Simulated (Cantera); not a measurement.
Charge: 1 mol CH₃OH, 1.4 mol CO₂, equilibrated at 2373.15 K and 1.60 mbar.

Cantera equilibrium calculation (NASA polynomials, part measured and part estimated; ideal gas, pure solids and liquids). Candidate condensed phases: C, C₆H₆, C₇H₈, C₈H₁₈, H₂O; 110 gas species. The numbers say what is thermodynamically allowed, not how fast it happens.

Base state: CO 0.418, H₂ 0.162, H₂O 0.162, H 0.141, CO₂ 0.0715, OH 0.0250, O 0.0146, O₂ 0.00603 (mole fractions); condensed: gas only.

Task: What changes in the equilibrium state with this change: CO₂ from 1.4 to 0.068 mol?

Result: 
```json
[
 {"species": "H₂", "before": "0.162", "after": "0.443"},
 {"species": "CO", "before": "0.418", "after": "0.305"},
 {"species": "H", "before": "0.141", "after": "0.232"},
 {"species": "H₂O", "before": "0.162", "after": "0.0157"},
 {"species": "CO₂", "before": "0.0715", "after": "0.00186"},
 {"species": "O", "before": "0.0146", "after": "0.000518"},
 {"species": "OH", "before": "0.0250", "after": "0.00147"},
 {"species": "O₂", "before": "0.00603", "after": "7.62e-6"}
]
```

Task: What changes in the equilibrium state with this change: CH₃OH replaced by C₂H₂?

Result: 
| species | before | after |
|---|---|---|
| CO | 0.418 | 0.684 |
| H₂ | 0.162 | 0.171 |
| H | 0.141 | 0.144 |
| H₂O | 0.162 | 6.33e-9 |
| CO₂ | 0.0715 | 4.35e-9 |
| OH | 0.0250 | <1e-9 |
| O | 0.0146 | <1e-9 |
| O₂ | 0.00603 | <1e-9 |
| C₂H₂ (acetylene) | <1e-9 | 0.00105 |
| C₂H | <1e-9 | 4.80e-5 |
| C(graphite), mol | 0 | 0.590 |

Task: What changes in the equilibrium state with this change: CO₂ from 1.4 to 3.2 mol?

Result: 
| species | before | after |
|---|---|---|
| CO | 0.418 | 0.425 |
| CO₂ | 0.0715 | 0.166 |
| H₂O | 0.162 | 0.152 |
| H₂ | 0.162 | 0.0665 |
| H | 0.141 | 0.0901 |
| O₂ | 0.00603 | 0.0314 |
| O | 0.0146 | 0.0333 |
| OH | 0.0250 | 0.0365 |
